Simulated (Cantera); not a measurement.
Charge: 1 mol C3H8, 0.089 mol CO2, 0.38 mol H2, at 1348 K.

Method: chemical equilibrium by Gibbs-energy minimisation in Cantera with the NASA 1993 tables (ideal gas, pure condensed phases). Candidate condensed phases: C, C6H6, C7H8, C8H18, H2O; 110 gas species. Rates play no part.

Q: At 0.000100 bar, list the 3 most abundant gas species with their mole fractions, and the condensed phases.

A: H2 0.961, CO 0.0390, H 0.000227. Condensed: C(graphite).
